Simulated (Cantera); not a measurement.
A perfectly stirred reactor is fed with CH4 : H2 : O2 : N2 = 1 : 0.43 : 3.96 : 14.9 (molar parts), equivalence ratio 0.56, at 1.18 atm; it is adiabatic with a 448 K inlet, and is followed from long to short residence time, starting on the burning branch (τ in s: 0.21, 0.11, 0.053, 0.027, 0.013, 0.0066, 0.0033, 0.0016, 0.00082, 0.00041, 0.0002, 0.0001, 5.1e-05).

Computed with Cantera and GRI-Mech 3.0 (53 species, 325 reactions).

**Question.** What does this change do: inlet temperature 448 to 625 K?

**Answer.** 
| quantity | before | after |
|---|---|---|
| blow-out, bracketed by the residence times tried | burning at 0.200 ms, out at 0.100 ms | burning at 0.100 ms, out at 51.0 µs |
| x(CH4) at τ = 0.210 s | 6.38e-6 | 3.64e-6 |
| x(H2) at τ = 0.210 s | 4.94e-5 | 7.19e-5 |
| x(O2) at τ = 0.210 s | 0.0868 | 0.0866 |
| x(H) at τ = 0.210 s | 5.12e-6 | 8.72e-6 |
| x(CH2CO) at τ = 0.210 s | 4.69e-10 | 1.05e-10 |
| x(CH4) at τ = 3.30 ms | 9.15e-5 | 5.69e-5 |
| x(H2) at τ = 3.30 ms | 0.000687 | 0.000795 |
| x(O2) at τ = 3.30 ms | 0.0874 | 0.0869 |
| x(H) at τ = 3.30 ms | 0.000249 | 0.000311 |
| x(CH2CO) at τ = 3.30 ms | 1.92e-8 | 8.50e-9 |

**Question.** What does this change do: pressure from 1.18 atm to 0.987 atm?

**Answer.** 
```csv
quantity,before,after
"blow-out, bracketed by the residence times tried","burning at 0.200 ms, out at 0.100 ms","burning at 0.200 ms, out at 0.100 ms"
x(CH4) at τ = 0.210 s,6.38e-6,6.69e-6
x(H2) at τ = 0.210 s,4.94e-5,6.06e-5
x(O2) at τ = 0.210 s,0.0868,0.0868
x(H) at τ = 0.210 s,5.12e-6,7.11e-6
x(CH2CO) at τ = 0.210 s,4.69e-10,4.42e-10
x(CH4) at τ = 3.30 ms,9.15e-5,9.52e-5
x(H2) at τ = 3.30 ms,0.000687,0.000833
x(O2) at τ = 3.30 ms,0.0874,0.0874
x(H) at τ = 3.30 ms,0.000249,0.000346
x(CH2CO) at τ = 3.30 ms,1.92e-8,1.66e-8
```
